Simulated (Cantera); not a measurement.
Input: 1 mol SiH2Cl2, 0.067 mol Cl2, 370 mol H2, equilibrated at 1025 °C and 10.0 Torr.

Cantera equilibrium calculation (NASA polynomials, part measured and part estimated; ideal gas, pure solids and liquids). Candidate condensed phases: Si; 19 gas species. Rates play no part.

Base state: H2 0.994, HCl 0.00557, SiCl2 8.29e-5 (mole fractions); condensed: Si(s).

Task: What changes in the equilibrium state with this change: temperature from 1025 °C to 1477 °C?

Result: 
```
species      before     after
----------  -------  --------
H2            0.994     0.992
HCl         0.00557   0.00551
H           9.28e-6   0.00201
Si          3.06e-9  0.000113
SiH         2.96e-9   1.71e-5
SiH2        7.37e-8   2.07e-5
SiCl2       8.29e-5  0.000102
Si(s), mol    0.969         0
Si(l), mol        0     0.902
```
Gases not in the tables: Si2H6 and higher silanes.

Task: What changes in the equilibrium state with this change: temperature from 1025 °C to 1452 °C?

Result: 
```csv
species,before,after
H2,0.994,0.993
HCl,0.00557,0.00551
H,9.28e-6,0.00160
Si,3.06e-9,7.61e-5
SiCl2,8.29e-5,0.000105
SiH,2.96e-9,1.25e-5
SiH2,7.37e-8,1.71e-5
"Si(s), mol",0.969,0
"Si(l), mol",0,0.918
```
Gases not in the tables: Si2H6 and higher silanes.
